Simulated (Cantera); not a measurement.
A closed system holds: 1 mol Ti(OiPr)₄, a varied amount of H₂O, 500 mol H₂, equilibrated at 1.33 mbar.

These are equilibrium values from Cantera (NASA tables, ideal gas, pure condensed phases), not measurements of a reactor. Candidate condensed phases: C, C₆H₆, C₇H₈, C₈H₁₈, H₂O, Ti, TiC, TiO, TiO₂, Ti₂O₃, Ti₃O₅, Ti₄O₇; 113 gas species. The feed counts by its element totals alone. Mutual solubility and eutectic melting of coexisting phases are not modelled. TiC, TiO: taken at fixed stoichiometry. Condensed phases not in the tables: Magnéli phases beyond Ti₄O₇, solid solutions among these carbides, nitrides and lower oxides. Rates play no part.

Stable condensed phases, one row left out:

```
T in K \ n(H₂O) in mol
           2 2.6 3.2   4   5 6.2 7.7 9.6  12  15  19  23  29
   2098    A   A   A   A   A   B   B   C   D   D   D   D   E
   2048    A   A   A   A   A   B   B   F   D   D   D   E   E
   1998    A   A   A   A   A   A   B   F   D   D   D   D   D
   1898    A   A   A   A   A   A   G   F   D   D   D   D   D
   1848    A   A   A   A   A   A   G   F   D   D   D   D   D
   1798    A   A   A   A   A   A   G   F   D   D   D   D   D
   1748    A   A   A   A   A   A   G   F   D   D   D   D   E
   1698    A   A   A   A   A   A   G   F   D   D   D   E   E
   1648    A   A   A   A   A   A   G   F   D   D   E   E   E
   1598    A   A   A   A   A   A   G   F   D   E   E   E   H
   1548    A   A   A   A   A   A   G   F   D   E   E   H   H
   1498    A   A   A   A   A   A   I   F   E   E   H   H   H
   1448    A   A   A   A   A   A   I   F   E   E   H   H   H
```

A: C + TiC; B: TiC; C: gas only; D: Ti₃O₅; E: Ti₄O₇; F: Ti₂O₃; G: TiC + TiO; H: TiO₂; I: TiC + Ti₂O₃.

Problem. Give the row for 1948 K.

Solution. 2: C + TiC; 2.6: C + TiC; 3.2: C + TiC; 4: C + TiC; 5: C + TiC; 6.2: C + TiC; 7.7: TiC + TiO; 9.6: Ti₂O₃; 12: Ti₃O₅; 15: Ti₃O₅; 19: Ti₃O₅; 23: Ti₃O₅; 29: Ti₃O₅.
